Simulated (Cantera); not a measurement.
Input: 1 mol Si, 0.51 mol Br2, 31 mol N2, at 598 K and 57.0 mbar.

These are equilibrium values from Cantera (NASA tables, ideal gas, pure condensed phases), not measurements of a reactor. Candidate condensed phases: Br2, Si, Si3N4; 13 gas species. N2 is the only nitrogen source here; it is nearly inert below about 1500 K, so the nitride shown seldom forms there in practice. The numbers say what is thermodynamically allowed, not how fast it happens.

Base state: N2 0.992, SiBr4 0.00829 (mole fractions); condensed: Si3N4(s).

Task: What changes in the equilibrium state with this change: temperature from 598 K to 1650 K?

Result: 
| species | before | after |
|---|---|---|
| N2 | 0.992 | 0.980 |
| SiBr2 | <1e-9 | 0.0126 |
| Br | <1e-9 | 0.00664 |
| SiBr4 | 0.00829 | 4.63e-5 |
| SiBr3 | <1e-9 | 0.000222 |
| SiBr | <1e-9 | 1.43e-5 |
| Si3N4(s), mol | 0.248 | 0.199 |
The tables' values for SiBr3, SiBr are old estimates; treat these amounts as uncertain.

Task: What changes in the equilibrium state with this change: temperature from 598 K to 1423.15 K?

Result: 
| species | before | after |
|---|---|---|
| N2 | 0.992 | 0.986 |
| SiBr2 | <1e-9 | 0.00526 |
| SiBr4 | 0.00829 | 0.00407 |
| Br | <1e-9 | 0.00332 |
| SiBr3 | <1e-9 | 0.000927 |
| Br2 | <1e-9 | 1.66e-5 |
| Si3N4(s), mol | 0.248 | 0.227 |
The tables' values for SiBr3 are old estimates; treat these amounts as uncertain.
